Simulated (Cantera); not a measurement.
# Thermal oxidation and active oxidation of silicon: Si + CO2 + H2

Feed: 1 mol Si, 0.012 mol CO2, 21 mol H2, at 2248 K and 1.00 bar.

Method: chemical equilibrium by Gibbs-energy minimisation in Cantera with the NASA 1993 tables (ideal gas, pure condensed phases). Candidate condensed phases: C, C6H6, C7H8, C8H18, H2O, Si, SiC, SiO2; 123 gas species. Gases not in the tables: Si2H6 and higher silanes. Equilibrium is a limit: real reactors are often held back by kinetics, nucleation or transport.

- x(H2) = 0.990
- x(H) = 0.00731
- x(SiO) = 0.000670
- x(Si) = 0.000581
- x(CO) = 0.000466
- x(SiH2) = 0.000368
- x(SiH) = 0.000234
- x(Si2C) = 2.81e-5
- x(C2H2 (acetylene)) = 2.49e-5
- n(Si(l)) = 0.959 mol
- gas amount = 21.12 mol
- log10 activity of C(graphite) (absent) = -1.06
